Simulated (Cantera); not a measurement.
An isothermal, constant-pressure homogeneous reactor starts with NH₃ : H₂ = 1 : 0.18 (molar parts), at 1498 K and 0.0460 bar. Integrator tolerance rtol = 1e-08.

Detailed kinetics in Cantera: the gas-phase N/H chemistry of the illustrative SiF4/NH3 mechanism in the Surface Chemkin manual (1991). Walls and surfaces, which speed up NH3 decomposition in real reactors, are not modelled.

Problem. What does this change do: temperature 1498 to 2300 K?

Solution. 
```tsv
quantity	before	after
x(NH₃) at 7.00 s	0.823 (gas-phase equilibrium 9.15e-7)	1.81e-7 (gas-phase equilibrium 1.80e-7)
x(H₂) at 7.00 s	0.170 (gas-phase equilibrium 0.771)	0.736 (gas-phase equilibrium 0.736)
x(NH₂) at 7.00 s	6.14e-5 (gas-phase equilibrium 1.85e-10)	3.03e-8 (gas-phase equilibrium 3.02e-8)
x(N₂) at 7.00 s	0.00663 (gas-phase equilibrium 0.229)	0.225 (gas-phase equilibrium 0.225)
x(N₂H₄) at 7.00 s	1.99e-8 (gas-phase equilibrium <1e-12)	<1e-12 (gas-phase equilibrium <1e-12)
x(N₂H₂) at 7.00 s	7.04e-7 (gas-phase equilibrium <1e-12)	<1e-12 (gas-phase equilibrium <1e-12)
```
